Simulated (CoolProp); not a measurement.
Properties of n-heptane at several states.

Values from CoolProp's reference Helmholtz-energy equation of state, Span 2003. It is a short technical equation, of lower accuracy than the large ones.

```json
[
 {"T (K)": "265.1", "p (MPa)": "0.134", "phase": "liquid", "Z": "0.008613", "cv (kJ/(kg K))": "1.668", "speed of sound (m/s)": "1270", "Joule-Thomson coefficient (K/MPa)": "…", "conductivity (mW/(m K))": "…"},
 {"T (K)": "217.8", "p (MPa)": "7.6", "phase": "liquid", "Z": "0.5602", "cv (kJ/(kg K))": "1.553", "speed of sound (m/s)": "1526", "Joule-Thomson coefficient (K/MPa)": "…", "conductivity (mW/(m K))": "149"},
 {"T (K)": "320.3", "p (MPa)": "0.457", "phase": "liquid", "Z": "…", "cv (kJ/(kg K))": "1.855", "speed of sound (m/s)": "…", "Joule-Thomson coefficient (K/MPa)": "-0.3780", "conductivity (mW/(m K))": "116"}
]
```

### Question
What belongs in the gaps?

### Answer

- 265.1, Joule-Thomson coefficient (K/MPa): -0.4584
- 265.1, conductivity (mW/(m K)): 132
- 217.8, Joule-Thomson coefficient (K/MPa): -0.5082
- 320.3, Z: 0.02601
- 320.3, speed of sound (m/s): 1041

Thermal conductivity comes from a separate model (Assael 2013).
